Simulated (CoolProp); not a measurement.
Nitrogen along the isobar 29 bar: Z from the reference equation and from simpler models built on Tc = 126.2 K, pc = 33.96 bar, ω = 0.037; each cubic takes its own stable root.

Computed with CoolProp (reference Helmholtz-energy equation of state, Span 2000).

```json
[
 {"T (K)": "99.7", "phase": "liquid", "reference": "0.1393"},
 {"T (K)": "106.6", "phase": "liquid", "reference": "0.1386"},
 {"T (K)": "113.4", "phase": "liquid", "reference": "0.1413"},
 {"T (K)": "120.3", "phase": "liquid", "reference": "0.1523"},
 {"T (K)": "127.2", "phase": "gas", "reference": "0.6171"},
 {"T (K)": "134.1", "phase": "gas", "reference": "0.7088"},
 {"T (K)": "140.9", "phase": "gas", "reference": "0.7653"},
 {"T (K)": "147.8", "phase": "gas", "reference": "0.8065"},
 {"T (K)": "154.7", "phase": "gas", "reference": "0.8380"},
 {"T (K)": "161.6", "phase": "gas", "reference": "0.8628"},
 {"T (K)": "168.4", "phase": "gas", "reference": "0.8827"},
 {"T (K)": "175.3", "phase": "gas", "reference": "0.8994"},
 {"T (K)": "182.2", "phase": "gas", "reference": "0.9133"},
 {"T (K)": "189.1", "phase": "gas", "reference": "0.9251"},
 {"T (K)": "196", "phase": "gas", "reference": "0.9351"},
 {"T (K)": "202.8", "phase": "gas", "reference": "0.9436"}
]
```

### Question
How far does each simpler model (Redlich-Kwong, Soave-Redlich-Kwong, Peng-Robinson) lie from the reference over these 16 states: mean and median of the absolute difference, and the worst?

### Answer
- Redlich-Kwong: mean 2.1 %, median 0.6 %, worst +13.4 % at 120.3 K and 29 bar
- Soave-Redlich-Kwong: mean 1.8 %, median 0.3 %, worst +12.9 % at 120.3 K and 29 bar
- Peng-Robinson: mean 3.5 %, median 2.7 %, worst -9.7 % at 99.7 K and 29 bar
